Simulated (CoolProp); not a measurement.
Vapour-liquid equilibrium of hexamethyldisiloxane (MM) (1) + toluene (2) at 433.3 K; x and y are mole fractions of (1).

Model: multi-fluid Helmholtz-energy mixture model, Thol 2016 and Lemmon 2006; pair parameters Bell 2016, in CoolProp.

Q: Give the bubble pressure and the first vapour's composition at x = 0.05, 0.5, 0.65. Is there an azeotrope?

A: x = 0.05: 0.3523 MPa, y = 0.069; x = 0.5: 0.4085 MPa, y = 0.552; x = 0.65: 0.4206 MPa, y = 0.684. No azeotrope shows between x = 0.05 and 0.95.

The pair parameters rest on a limited set of measurements; away from them the model extrapolates.
